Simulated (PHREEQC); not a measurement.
Consider water at 45 °C with 0.0055 mol/kgw KHSO4, 1.6 mol/kgw NaOH and 0.0071 mol/kgw (NH4)2HPO4. Closed to the air; pH follows from the charge balance.

Model: ion-association model, phreeqc.dat, run in PHREEQC.

No solid was allowed to form.

Question: Predict the pH.

Answer: pH 13.34.

Question: In which forms is S present?

Answer: NaSO4- 56 %, SO4-2 43 % of the S.

Ionic strength above about 0.7 mol/kgw puts this run outside the model's range. At this temperature some constants are extrapolated from 25 °C, and those without enthalpy data are left unchanged.
